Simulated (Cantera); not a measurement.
Standard-state values (1 bar) from the NASA 1993 polynomials, evaluated with Cantera. Values are per mole of reaction as written; species without (g) are pure solids or liquids, kept so even where they would boil at 1 bar.

4 P2(g) + 10 NO2(g) = 5 N2(g) + 2 P4O10, with ΔH° = -6936.4 kJ and ΔS° = -1858.2 J/K at 300 K.

Problem. How far is the shortcut ΔG° ≈ ΔH°(300 K) − T·ΔS°(300 K) from the full temperature-dependent value at 350, 375, 400, 425, 450, 475, 500, 525 K?

Solution. 
```json
[
 {"T (K)": "350", "shortcut (kJ)": "-6286.0", "full (kJ)": "-6286.4", "difference (kJ)": "0.3", "difference in log10 K": "-0.05"},
 {"T (K)": "375", "shortcut (kJ)": "-6239.6", "full (kJ)": "-6240.3", "difference (kJ)": "0.7", "difference in log10 K": "-0.10"},
 {"T (K)": "400", "shortcut (kJ)": "-6193.1", "full (kJ)": "-6194.5", "difference (kJ)": "1.3", "difference in log10 K": "-0.18"},
 {"T (K)": "425", "shortcut (kJ)": "-6146.7", "full (kJ)": "-6148.8", "difference (kJ)": "2.2", "difference in log10 K": "-0.27"},
 {"T (K)": "450", "shortcut (kJ)": "-6100.2", "full (kJ)": "-6103.4", "difference (kJ)": "3.2", "difference in log10 K": "-0.37"},
 {"T (K)": "475", "shortcut (kJ)": "-6053.8", "full (kJ)": "-6058.2", "difference (kJ)": "4.4", "difference in log10 K": "-0.48"},
 {"T (K)": "500", "shortcut (kJ)": "-6007.3", "full (kJ)": "-6013.1", "difference (kJ)": "5.8", "difference in log10 K": "-0.61"},
 {"T (K)": "525", "shortcut (kJ)": "-5960.9", "full (kJ)": "-5968.4", "difference (kJ)": "7.5", "difference in log10 K": "-0.75"}
]
```
The shortcut ignores the heat-capacity change of the reaction.
